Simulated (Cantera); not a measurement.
Input (Python, Cantera):

```python
import numpy as np
import cantera as ct

gas = ct.Solution("gri30.yaml")


def delay(T, t_max=10):
    gas.TPX = T, 66000, {'CO': 1, 'H2': 0.77, 'CH4': 0.51, 'O2': 4.43, 'N2': 23.5}
    reactor = ct.IdealGasReactor(gas, clone=False)
    net = ct.ReactorNet([reactor])
    net.rtol, net.atol = 1e-8, 1e-16
    while net.time < t_max:
        t_old, T_old = net.time, reactor.T
        net.step()
        if reactor.T > T + 400:  # ignition: a rise of 400 K
            return t_old + (T + 400 - T_old) / (reactor.T - T_old) * (net.time - t_old)
    return np.nan


taus = []
for T in [950, 1025, 1100, 1175, 1250, 1325, 1400, 1475, 1550]:
    taus.append(delay(T))
    print(f"T0 = {T:6g} K   tau = {taus[-1]:.4e} s")
```

Output:

```
T0 =    950 K   tau = 1.1095e-02 s
T0 =   1025 K   tau = 2.7851e-03 s
T0 =   1100 K   tau = 1.0806e-03 s
T0 =   1175 K   tau = 5.4079e-04 s
T0 =   1250 K   tau = 3.2693e-04 s
T0 =   1325 K   tau = 2.2623e-04 s
T0 =   1400 K   tau = 1.7163e-04 s
T0 =   1475 K   tau = 1.3972e-04 s
T0 =   1550 K   tau = 1.2075e-04 s
```

Model: GRI-Mech 3.0 (53 species, 325 reactions), integrated in Cantera. Below about 1000 K GRI-Mech 3.0 lacks low-temperature oxidation paths. Where the delays flatten at high temperature, the 400 K rule measures the pace of heat release, not the induction time.
